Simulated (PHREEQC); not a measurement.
Make-up at 24 °C: 87 mmol/kgw CuCl2, 0.13 mmol/kgw H2SO4 and 36 mmol/kgw H3BO3. Closed to the air; pH follows from the charge balance.

Equilibrium calculation in PHREEQC: ion-association model, phreeqc.dat.

Question: The ionic strength comes out as 0.240 mol/kgw. What activity coefficients do Cu2(OH)2+2, CuCl+, SO4-2, H+, CuOH+ get?

Answer: Cu2(OH)2+2 0.30, CuCl+ 0.70, SO4-2 0.27, H+ 0.79, CuOH+ 0.70.

Precipitation was switched off in this run.
